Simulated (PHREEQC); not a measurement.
A solution holds 0.014 mol Pb(NO3)2, 0.00013 mol KBr and 0.24 mol Na2SO4 per kg of water, at 20 °C. Closed to the air; pH follows from the charge balance.

The numbers come from PHREEQC with the ion-association model, phreeqc.dat.

This is a speciation only: nothing precipitates in the calculation.

Task: What pH, activity of water, density does the model give?

Result: pH 5.77; activity of water 0.988; density 1.032 g/cm³.

Task: In which forms is Br present?

Result: Br- 98 %, PbBr+ 2.1 % of the Br.

Saturation is exceeded, for instance for Anglesite; the values hold only as long as no solid forms. Species that the database lacks are ignored.
